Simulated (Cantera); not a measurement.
A Cantera script and what it prints.

```python
import numpy as np
import cantera as ct

gas_names = [...]  # 121 gases of nasa_gas.yaml made of Al, C, H, O
cond_names = """
    AL(cr) AL(L) AL2O3(a) AL2O3(L) C(gr) C6H6(L) C7H8(L) C8H18(L),n-octa H2O(s) H2O(L)
""".split()


# ... load() reads the species with a 1 bar reference pressure and builds the phases ...
atoms = {
    'Al(CH3)3': {'AL': 1, 'C': 3, 'H': 9},
    'H2O': {'H': 2, 'O': 1},
    'H2': {'H': 2},
}
top_T = {'C(gr)': 4500}  # K; cautious upper limits of use, not melting points


# ... equilibrate(T, P, feed) seeds the gas with the atoms and calls Mixture.equilibrate('TP', solver="vcs", rtol=1e-11, max_steps=5000) ...
results = []
feed = {'Al(CH3)3': 1, 'H2O': 35, 'H2': 99}  # mol
T = 2100  # K
P = 1000  # Pa
mix = equilibrate(T, P, feed)
results.append((T, P, feed, dict(zip(mix.species_names, mix.species_moles))))
print(gas.report(threshold=0.001))
for i in range(1, mix.n_phases):
    print(f"{mix.phase(i).name:16s} {mix.phase_moles(i):12.5e} mol")
```

Result:

```
       temperature   2100 K
          pressure   1000 Pa
           density   0.00033977 kg/m^3
  mean mol. weight   5.9326 kg/kmol
   phase of matter   gas

                          1 kg             1 kmol
                     ---------------   ---------------
          enthalpy        2.1891e+06        1.2987e+07  J
   internal energy       -7.5409e+05       -4.4737e+06  J
           entropy             42393         2.515e+05  J/K
    Gibbs function       -8.6836e+07       -5.1516e+08  J
 heat capacity c_p            6402.5             37983  J/K
 heat capacity c_v              5001             29669  J/K

                      mass frac. Y      mole frac. X     chem. pot. / RT
                     ---------------   ---------------   ---------------
                CO          0.093343           0.01977           -42.729
               CO2         0.0084323         0.0011367           -65.888
                 H         0.0045566          0.026818           -12.271
                H2           0.25176           0.74085           -24.542
               H2O           0.63915           0.21048           -47.701
     [ +116 minor]         0.0027636        0.00094299

AL(L)             0.00000e+00 mol
AL2O3(a)          4.99307e-01 mol
C(gr)             0.00000e+00 mol
```

Method: chemical equilibrium by Gibbs-energy minimisation in Cantera with the NASA 1993 tables (ideal gas, pure condensed phases). The feed counts by its element totals alone.
